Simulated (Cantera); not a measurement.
What does this Cantera script print?

```python
import numpy as np
import cantera as ct

gas_names = """
    B BH BH2 BH3 BN BO BO2 B2 B2O B2O2 B2O3 B3O3H3 H HBO HBO2 HNO HNO2 HNO3 HO2 H2 H2O H2O2 H3B3O6 N NH
    NH2 NH3 NH2OH NO NO2 NO3 N2 N2H2 N2H4 N2O O OH O2 O3
""".split()
cond_names = """
    B(b) B(L) BN(s) B2O3(L) B3O3H3(cr) H2O(s) H2O(L)
""".split()


# ... load() reads the species with a 1 bar reference pressure and builds the phases ...
atoms = {
    'B2O3': {'B': 2, 'O': 3},
    'O2': {'O': 2},
    'NH3': {'N': 1, 'H': 3},
}
top_T = {'BN(s)': 3200}  # K; cautious upper limits of use, not melting points


# ... equilibrate(T, P, feed) seeds the gas with the atoms and calls Mixture.equilibrate('TP', solver="vcs", rtol=1e-11, max_steps=5000) ...
results = []
feed = {'B2O3': 1, 'O2': 7.8, 'NH3': 29}  # mol
P = 27  # Pa
for T in [1523, 1573, 1623, 1673, 1723, 1773, 1823, 1873, 1923, 1973]:
    mix = equilibrate(T, P, feed)
    results.append((T, P, feed, dict(zip(mix.species_names, mix.species_moles))))

top = {s: max(r[3][s] / sum(r[3][g] for g in gas_names) for r in results) for s in gas_names}
cols = sorted((s for s in top if top[s] > 1e-05), key=lambda s: -top[s])[:7]
seen = [c for c in cond_names if any(r[3].get(c, 0) > 1e-12 for r in results)]
print("log10 of partial pressures in bar; condensed amounts in mol")
print(f"{'T/K':>10s}" + "".join(f"{s[:9]:>10s}" for s in cols + seen))
for T, P, feed, n in results:
    ng = sum(n[g] for g in gas_names)
    print(f"{T:10.4g}" + "".join(f"{np.log10(max(n[s] / ng * P / 1e5, 1e-99)):10.3f}" for s in cols)
          + "".join(f"{n.get(c, 0):10.4g}" for c in seen))
```

Result:

```
log10 of partial pressures in bar; condensed amounts in mol
       T/K        H2       H2O        N2         H      HBO2        OH        BO
      1523    -3.895    -4.175    -4.178    -6.583    -5.044    -8.375    -9.252
      1573    -3.895    -4.175    -4.178    -6.338    -5.045    -8.061    -8.912
      1623    -3.896    -4.175    -4.179    -6.108    -5.046    -7.766    -8.593
      1673    -3.897    -4.176    -4.179    -5.892    -5.048    -7.489    -8.294
      1723    -3.899    -4.176    -4.180    -5.689    -5.050    -7.227    -8.013
      1773    -3.902    -4.178    -4.181    -5.497    -5.053    -6.980    -7.750
      1823    -3.906    -4.179    -4.182    -5.316    -5.057    -6.747    -7.502
      1873    -3.912    -4.182    -4.184    -5.146    -5.062    -6.526    -7.269
      1923    -3.920    -4.186    -4.187    -4.986    -5.069    -6.317    -7.051
      1973    -3.932    -4.192    -4.191    -4.836    -5.079    -6.118    -6.847
```

Equilibrium computed with Cantera from the NASA thermochemical tables; the gas is ideal and each condensed phase is pure.
